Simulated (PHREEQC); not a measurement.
Dissolve 0.0071 mol TMAH per kg of water at 25 °C. Closed to the air; pH follows from the charge balance.

Computed with PHREEQC (ion-association model, wateq4f.dat).

No solid was allowed to form.

### Question
Predict the pH.

### Answer
pH 11.81.

(CH3)4N+ isn't in the database: it is added as a free cation with an ion size of 4 Å.
